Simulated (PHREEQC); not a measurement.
## Polishing slurry liquid: speciation

A solution holds 2.2 mmol/kgw H2SO4 and 0.042 mmol/kgw CuSO4, at 25 °C. Closed to the air; pH follows from the charge balance.

Model: ion-association model, phreeqc.dat, run in PHREEQC.

Each row changes one thing in this solution. Precipitation was switched off in this run.

| case | pH | ionic strength (mol/kgw) | SO4-2 (mol/kgw) | HSO4- (mol/kgw) |
|---|---|---|---|---|
| as made | 2.44 | 0.00577 | 0.00175 | 0.000488 |
| 0.0026 mol/kgw TMAH added | 2.83 | 0.00629 | 0.00201 | 0.000224 |
| CuSO4 from 4.2e-05 to 8.4e-05 mol/kgw | 2.44 | 0.00590 | 0.00178 | 0.000494 |
| diluted 100-fold with water | 4.36 | 6.75e-5 | 2.23e-5 | 9.18e-8 |
| CuSO4 left out | 2.44 | 0.00564 | 0.00172 | 0.000482 |
| H2SO4 from 0.0022 to 0.00044 mol/kgw | 3.09 | 0.00142 | 0.000448 | 3.14e-5 |

(CH3)4N+ isn't in the database: it is added as a free cation with an ion size of 4 Å.
